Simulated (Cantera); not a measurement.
A Cantera script and its output.

```python
import numpy as np
import cantera as ct

gas = ct.Solution("gri30.yaml")
gas.TPX = 1675, 730000, {'CH4': 1, 'C2H6': 0.053, 'O2': 4.75, 'N2': 17.9}
reactor = ct.IdealGasConstPressureReactor(gas, energy="on", clone=False)
net = ct.ReactorNet([reactor])
net.rtol, net.atol = 1e-08, 1e-16
show = ['CH4', 'C2H6', 'O2', 'H2', 'C2H2']
times = np.geomspace(3e-06, 0.2, 12)

steps = ct.SolutionArray(gas, extra=["t"])
rows = []
print(f"{'t/s':>10s}{'T/K':>9s}{'P/Pa':>11s}" + "".join(f"{s:>11s}" for s in show))
for t in times:
    while net.time < t:
        t_next = net.step()
        steps.append(gas.state, t=t_next)
    rows.append([np.interp(t, steps.t, y) for y in (steps.T, steps.P, *steps(*show).X.T)])
    print(f"{t:10.3e}{rows[-1][0]:9.1f}{rows[-1][1]:11.4g}" + "".join(f"{x:11.3e}" for x in rows[-1][2:]))
rate = np.gradient(steps.T, steps.t)
print("integrator steps:", len(steps.t))
if steps.T.max() > steps.T[0] + 200:
    print(f"time of steepest temperature rise: {steps.t[rate.argmax()]:.4e} s")
gas.TPX = 1675, 730000, {'CH4': 1, 'C2H6': 0.053, 'O2': 4.75, 'N2': 17.9}
gas.equilibrate("HP")
print(f"equilibrium (HP): T = {gas.T:.1f} K  " + "  ".join(f"{s} {gas[s].X[0]:.3e}" for s in show))
```

Output:

```
       t/s      T/K       P/Pa        CH4       C2H6         O2         H2       C2H2
 3.000e-06   1674.0    7.3e+05  4.206e-02  2.096e-03  2.003e-01  2.096e-05  1.449e-08
 8.235e-06   1677.3    7.3e+05  4.083e-02  1.879e-03  1.993e-01  3.044e-04  9.608e-07
 2.260e-05   2147.1    7.3e+05  1.648e-03  2.093e-06  1.323e-01  1.020e-02  1.018e-04
 6.205e-05   2553.7    7.3e+05  4.804e-18  1.507e-32  1.059e-01  7.808e-04  6.029e-21
 1.703e-04   2554.8    7.3e+05  1.310e-18  9.755e-35  1.056e-01  7.564e-04  1.062e-22
 4.675e-04   2552.3    7.3e+05  1.280e-18  9.340e-35  1.049e-01  7.505e-04  1.012e-22
 1.283e-03   2546.4    7.3e+05  1.210e-18  8.445e-35  1.033e-01  7.366e-04  9.075e-23
 3.523e-03   2536.2    7.3e+05  1.097e-18  7.071e-35  1.006e-01  7.134e-04  7.490e-23
 9.670e-03   2528.5    7.3e+05  1.016e-18  6.156e-35  9.852e-02  6.962e-04  6.449e-23
 2.654e-02   2527.5    7.3e+05  1.005e-18  6.039e-35  9.824e-02  6.938e-04  6.317e-23
 7.286e-02   2527.5    7.3e+05  1.005e-18  6.039e-35  9.824e-02  6.938e-04  6.317e-23
 2.000e-01   2527.5    7.3e+05  1.005e-18  6.039e-35  9.824e-02  6.938e-04  6.317e-23
integrator steps: 1641
time of steepest temperature rise: 2.2450e-05 s
equilibrium (HP): T = 2527.5 K  CH4 1.484e-18  C2H6 1.092e-34  O2 9.824e-02  H2 6.938e-04  C2H2 7.326e-23
```

Cantera simulation using GRI-Mech 3.0 (53 species, 325 reactions); the numbers are that mechanism's predictions, not measurements.
